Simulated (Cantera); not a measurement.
Feed: 1 mol C₆H₆, 1.1 mol H₂O, at 577 °C and 0.000250 bar.

These are equilibrium values from Cantera (NASA tables, ideal gas, pure condensed phases), not measurements of a reactor. Candidate condensed phases: C, C₆H₆, C₇H₈, C₈H₁₈, H₂O; 110 gas species. Equilibrium is a limit: real reactors are often held back by kinetics, nucleation or transport.

What is the equilibrium state?


```
Item               Result
--------------  ---------
x(H₂)               0.788
x(CO)               0.211
x(H₂O)           0.000293
x(CO₂)           0.000240
x(CH₄)            9.67e-5
n(C(graphite))   4.90 mol
gas amount      5.197 mol
```
